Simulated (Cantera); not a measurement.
Charge: 1 mol SiO₂, 2 mol Al₂O₃, 2.4 mol H₂, held at 1 atm.

Method: chemical equilibrium by Gibbs-energy minimisation in Cantera with the NASA 1993 tables (ideal gas, pure condensed phases). Candidate condensed phases: Al, Al₂O₃, Al₂SiO₅, Al₆Si₂O₁₃, H₂O, Si, SiO₂; 28 gas species. Mutual solubility and eutectic melting of coexisting phases are not modelled. Condensed phases not in the tables: alloys, solid solutions and most ternary compounds. Kinetics and transport are ignored.

x: gas mole fraction; n: condensed amount in mol.

```tsv
T (K)	x H₂	x H₂O	x SiO	x H	x SiH₄	x SiH₂	x AlOH	n Al₂O₃(s)	n Al₂SiO₅(andalusite)	n Al₆Si₂O₁₃(mullite)
1075	1.00	2.57e-8	1.09e-9	1.46e-8	1.23e-8	1.74e-11	<1e-12	1.00	1.00	0
1125	1.00	5.53e-8	8.10e-9	4.41e-8	2.35e-8	9.83e-11	<1e-12	0.500	0	0.500
1175	1.00	1.16e-7	4.43e-8	1.22e-7	3.55e-8	4.02e-10	<1e-12	0.500	0	0.500
1225	1.000	2.64e-7	1.83e-7	3.10e-7	3.92e-8	1.11e-9	<1e-12	0.500	0	0.500
1275	1.000	6.50e-7	5.81e-7	7.32e-7	3.20e-8	2.10e-9	2.07e-12	0.500	0	0.500
1325	1.000	(withheld)	(withheld)	(withheld)	(withheld)	(withheld)	8.17e-12	0.500	0	0.500
1375	1.000	3.84e-6	3.80e-6	3.40e-6	1.57e-8	4.61e-9	2.88e-11	0.500	0	0.500
1425	1.000	8.66e-6	8.63e-6	6.78e-6	1.10e-8	6.32e-9	9.22e-11	0.500	0	0.500
1475	1.000	1.85e-5	1.84e-5	1.29e-5	7.88e-9	8.44e-9	2.72e-10	0.500	0	0.500
1525	1.000	(withheld)	(withheld)	(withheld)	(withheld)	(withheld)	7.47e-10	0.500	0	0.500
1575	1.000	7.26e-5	7.26e-5	4.13e-5	4.30e-9	1.42e-8	1.92e-9	0.500	0	0.500
1625	1.000	0.000135	0.000135	7.01e-5	3.27e-9	1.80e-8	4.64e-9	0.500	0	0.500
```

Problem. Complete the blanks.

Solution. 
- 1525, x H₂O: 3.75e-5
- 1525, x SiO: 3.74e-5
- 1525, x H: 2.35e-5
- 1525, x SiH₄: 5.76e-9
- 1525, x SiH₂: 1.11e-8
- 1325, x H₂O: 1.61e-6
- 1325, x SiO: 1.56e-6
- 1325, x H: 1.62e-6
- 1325, x SiH₄: 2.27e-8
- 1325, x SiH₂: 3.24e-9
